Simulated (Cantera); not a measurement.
A perfectly stirred reactor is fed with H2 : O2 = 0.014 : 1 (molar parts), equivalence ratio 0.0070, at 2670 Pa; it is held at 1173 K, and followed from long to short residence time.

Computed with Cantera and the H2/O2 subset of GRI-Mech 3.0, which has no nitrogen chemistry. Radical loss at walls, strong at low pressure, is not modelled.

x: mole fraction; the columns are a selection and need not sum to one.

```
τ (s)        x H2   x O2       x H    x HO2       x O
-------  --------  -----  --------  -------  --------
2.8       2.92e-5  0.985   8.09e-6      [?]  0.000493
1.1       4.95e-5  0.985   1.99e-5      [?]  0.000888
0.47      7.97e-5  0.984   4.40e-5      [?]   0.00148
0.19     0.000133  0.983   9.84e-5      [?]   0.00246
0.079    0.000221  0.982  0.000201      [?]   0.00380
0.032    0.000387  0.980  0.000379      [?]   0.00543
0.013    0.000707  0.978  0.000632      [?]   0.00688
0.0055    0.00131  0.977  0.000902      [?]   0.00759
0.0023    0.00254  0.977   0.00110  3.85e-6   0.00730
0.00093   0.00504  0.979   0.00104  3.97e-6   0.00570
```

Q: Complete the blanks.

A: 
- 2.8, x HO2: 5.70e-7
- 1.1, x HO2: 8.21e-7
- 0.47, x HO2: 1.11e-6
- 0.19, x HO2: 1.50e-6
- 0.079, x HO2: 1.93e-6
- 0.032, x HO2: 2.43e-6
- 0.013, x HO2: 2.96e-6
- 0.0055, x HO2: 3.45e-6
